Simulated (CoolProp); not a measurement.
Vapour-liquid equilibrium of R125 (1) + R236FA (2) at 270.1 K; x and y are mole fractions of (1).

Computed with CoolProp (multi-fluid Helmholtz-energy mixture model, Lemmon 2005 and Pan 2012; pair parameters Bell 2016).

| x | bubble pressure (MPa) | y at the bubble point | dew pressure at overall composition x (MPa) | liquid density (mol/L) |
|---|---|---|---|---|
| 0.05 | (withheld) | 0.234 | 0.09923 | 9.623 |
| 0.2 | 0.1919 | 0.585 | 0.1149 | 9.864 |
| 0.35 | (withheld) | 0.747 | (withheld) | 10.11 |
| 0.5 | 0.3406 | 0.842 | 0.1673 | (withheld) |
| 0.65 | 0.4174 | (withheld) | 0.2161 | 10.59 |
| 0.8 | 0.4967 | 0.952 | 0.3031 | (withheld) |
| 0.95 | 0.5796 | 0.989 | 0.4924 | 11.05 |

Problem. Complete the blanks.

Solution. 
- 0.05, bubble pressure (MPa): 0.1191
- 0.35, bubble pressure (MPa): 0.2656
- 0.35, dew pressure at overall composition x (MPa): 0.1363
- 0.5, liquid density (mol/L): 10.35
- 0.65, y at the bubble point: 0.905
- 0.8, liquid density (mol/L): 10.83

No azeotrope shows between x = 0.05 and 0.95.

The pair parameters rest on a limited set of measurements; away from them the model extrapolates.
